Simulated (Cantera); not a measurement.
A perfectly stirred reactor is fed with 4.42 % CH₄, 20.1 % O₂, 75.5 % N₂, at 0.484 atm; it is adiabatic with a 373 K inlet, and is followed from long to short residence time, starting on the burning branch (τ in s: 0.088, 0.032, 0.011, 0.0041, 0.0015, 0.00053, 0.00019, 6.8e-05, 2.4e-05, 8.8e-06).

Model: GRI-Mech 3.0 (53 species, 325 reactions), integrated in Cantera.

x: mole fraction; the columns are a selection and need not sum to one.

| τ (s) | T (K) | x CH₄ | x O₂ | x H₂ | x HO₂ | x HCN |
|---|---|---|---|---|---|---|
| 0.088 | 1411 | 5.18e-5 | 0.113 | 8.52e-5 | 5.66e-6 | 5.30e-10 |
| 0.032 | 1402 | 0.000101 | 0.113 | 0.000170 | 9.96e-6 | 7.80e-10 |
| 0.011 | 1383 | [?] | 0.114 | [?] | [?] | [?] |
| 0.0041 | 1344 | 0.000503 | 0.116 | 0.000710 | 2.97e-5 | 3.36e-9 |
| 0.0015 | 373 | 0.0442 | 0.201 | <1e-12 | <1e-12 | <1e-12 |
| 0.00053 | 373 | 0.0442 | 0.201 | <1e-12 | <1e-12 | <1e-12 |
| 0.00019 | 373 | 0.0442 | 0.201 | <1e-12 | <1e-12 | <1e-12 |
| 6.8e-5 | 373 | 0.0442 | 0.201 | <1e-12 | <1e-12 | <1e-12 |
| 2.4e-5 | 373 | 0.0442 | 0.201 | <1e-12 | <1e-12 | <1e-12 |
| 8.8e-6 | 373 | 0.0442 | 0.201 | <1e-12 | <1e-12 | <1e-12 |

Task: What belongs in the gaps?

Result: 
- 0.011, x CH₄: 0.000214
- 0.011, x H₂: 0.000350
- 0.011, x HO₂: 1.74e-5
- 0.011, x HCN: 1.56e-9
